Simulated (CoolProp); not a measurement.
C3F8 (R218) along the isotherm 440 K: Z from the reference equation and from simpler models built on Tc = 345.0 K, pc = 26.40 bar, ω = 0.317; each cubic takes its own stable root.

Values from CoolProp's reference Helmholtz-energy equation of state, Lemmon 2006. It is a short technical equation, of lower accuracy than the large ones.

| p (bar) | phase | reference |
|---|---|---|
| 1.02 | gas | 0.9948 |
| 2.03 | gas | 0.9897 |
| 3.05 | gas | 0.9845 |
| 4.06 | gas | 0.9793 |
| 5.08 | gas | 0.9741 |
| 6.09 | gas | 0.9689 |
| 7.11 | gas | 0.9636 |
| 8.12 | gas | 0.9583 |
| 9.14 | gas | 0.9530 |
| 10.2 | gas | 0.9474 |
| 11.2 | gas | 0.9421 |
| 12.2 | gas | 0.9368 |
| 13.2 | gas | 0.9315 |

Q: How far does each simpler model (van der Waals, Peng-Robinson) lie from the reference over these 13 states: mean and median of the absolute difference, and the worst?

A: 
- van der Waals: mean 0.9 %, median 0.9 %, worst -1.8 % at 440 K and 13.2 bar
- Peng-Robinson: mean 0.7 %, median 0.7 %, worst -1.2 % at 440 K and 13.2 bar
